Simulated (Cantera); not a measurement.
A closed system holds: 1 mol Si₃N₄, 0.035 mol C, 1.1 mol N₂, held at 1702 °C and 0.00390 bar.

Equilibrium computed with Cantera from the NASA thermochemical tables; the gas is ideal and each condensed phase is pure. Candidate condensed phases: C, Si, SiC, Si₃N₄; 20 gas species. Mutual solubility and eutectic melting of coexisting phases are not modelled. The tables' values for SiN are old estimates; treat these amounts as uncertain. Kinetics and transport are ignored.

What is the equilibrium state?


- x(N₂): 0.991
- x(Si): 0.00829
- x(Si₂C): 0.000204
- x(Si₂N): 0.000192
- x(SiN): 0.000143
- x(Si₂): 8.08e-5
- x(Si₃): 1.75e-5
- n(Si(l)): 2.94 mol
- n(SiC(s)): 0.0344 mol
- gas amount: 3.127 mol
- log10 activity of C(graphite) (absent): -1.30
